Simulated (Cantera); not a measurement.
What does this Cantera script print?

```python
import numpy as np
import cantera as ct

gas_names = """
    F FO FO2 F2 F2O H HF HOF HO2 H2 H2F2 H2O H2O2 H3F3 H4F4 H5F5 H6F6 H7F7 O OH O2 O3 Si SiF SiF2 SiF3
    SiF4 SiH SiHF3 SiH2 SiH2F2 SiH3 SiH3F SiH4 SiO SiO2 Si2 Si3
""".split()
cond_names = """
    H2O(s) H2O(L) Si(cr) Si(L) SiO2(Lqz) SiO2(hqz) SiO2(L)
""".split()


# ... load() reads the species with a 1 bar reference pressure and builds the phases ...
atoms = {
    'SiO2': {'Si': 1, 'O': 2},
    'HF': {'H': 1, 'F': 1},
    'H2': {'H': 2},
}
top_T = {}  # K; cautious upper limits of use, not melting points


# ... equilibrate(T, P, feed) seeds the gas with the atoms and calls Mixture.equilibrate('TP', solver="vcs", rtol=1e-11, max_steps=5000) ...
results = []
feed = {'SiO2': 1, 'HF': 7.9, 'H2': 15}  # mol
T = 1198.15  # K
P = 1.8  # Pa
mix = equilibrate(T, P, feed)
results.append((T, P, feed, dict(zip(mix.species_names, mix.species_moles))))
print(gas.report(threshold=0.0001))
for i in range(1, mix.n_phases):
    print(f"{mix.phase(i).name:16s} {mix.phase_moles(i):12.5e} mol")
```

Output:

```
       temperature   1198.2 K
          pressure   1.8 Pa
           density   1.5238e-06 kg/m^3
  mean mol. weight   8.4333 kg/kmol
   phase of matter   gas

                          1 kg             1 kmol
                     ---------------   ---------------
          enthalpy       -8.3539e+06       -7.0451e+07  J
   internal energy       -9.5352e+06       -8.0413e+07  J
           entropy             33662        2.8388e+05  J/K
    Gibbs function       -4.8686e+07       -4.1059e+08  J
 heat capacity c_p            3720.1             31373  J/K
 heat capacity c_v            2734.2             23058  J/K

                      mass frac. Y      mole frac. X     chem. pot. / RT
                     ---------------   ---------------   ---------------
                HF           0.79159           0.33368           -62.536
                H2           0.15706           0.65701           -29.319
               H2O          0.013207         0.0061824           -65.745
              SiF4          0.038102         0.0030873           -219.62
     [  +34 minor]        4.3736e-05        4.0407e-05

Si(cr)            0.00000e+00 mol
SiO2(hqz)         9.29426e-01 mol
```

These are equilibrium values from Cantera (NASA tables, ideal gas, pure condensed phases), not measurements of a reactor. The tables hold silica as quartz up to 1696 K and as liquid above; real silica turns to tridymite and cristobalite and melts near 1996 K.
